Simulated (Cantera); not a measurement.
# Low-pressure radical oxidation in H2/O2

An isothermal, constant-pressure homogeneous reactor starts with H2 : O2 = 0.023 : 1 (molar parts), equivalence ratio 0.011, at 1225 K and 700 Pa.

Computed with Cantera and the H2/O2 subset of GRI-Mech 3.0, which has no nitrogen chemistry. Radical loss at walls, strong at low pressure, is not modelled.

| t (s) | x H2 | x O2 | x H2O2 | x H2O | x OH |
|---|---|---|---|---|---|
| 1.00e-6 | 0.0225 | 0.978 | <1e-12 | <1e-12 | <1e-12 |
| 3.15e-6 | 0.0225 | 0.978 | <1e-12 | <1e-12 | 1.13e-12 |
| 9.92e-6 | 0.0225 | 0.978 | <1e-12 | <1e-12 | 1.08e-11 |
| 3.12e-5 | 0.0225 | 0.978 | <1e-12 | 3.93e-12 | 9.63e-11 |
| 9.84e-5 | 0.0225 | 0.978 | <1e-12 | 9.76e-11 | 7.14e-10 |
| 0.000310 | 0.0225 | 0.978 | <1e-12 | 1.91e-9 | 4.13e-9 |
| 0.000976 | 0.0225 | 0.978 | 9.36e-12 | 4.00e-8 | 3.28e-8 |
| 0.00307 | 0.0225 | 0.978 | 9.30e-11 | 5.78e-6 | 3.32e-6 |
| 0.00968 | 0.000901 | 0.959 | 4.37e-8 | 0.0189 | 0.00272 |
| 0.0305 | 0.000187 | 0.959 | 2.06e-8 | 0.0206 | 0.00178 |
| 0.0960 | 0.000156 | 0.962 | 2.05e-8 | 0.0209 | 0.00163 |
| 0.302 | 9.45e-5 | 0.968 | 1.96e-8 | 0.0216 | 0.00127 |
| 0.953 | 3.09e-5 | 0.974 | 1.56e-8 | 0.0223 | 0.000729 |
| 3.00 | 5.45e-6 | 0.977 | 8.26e-9 | 0.0226 | 0.000307 |
x: mole fraction; the columns are a selection and need not sum to one.

Equilibrium at this temperature and pressure: H2 5.85e-9, O2 0.977, H2O2 5.61e-11, H2O 0.0227, OH 1.01e-5 (gas phase only).
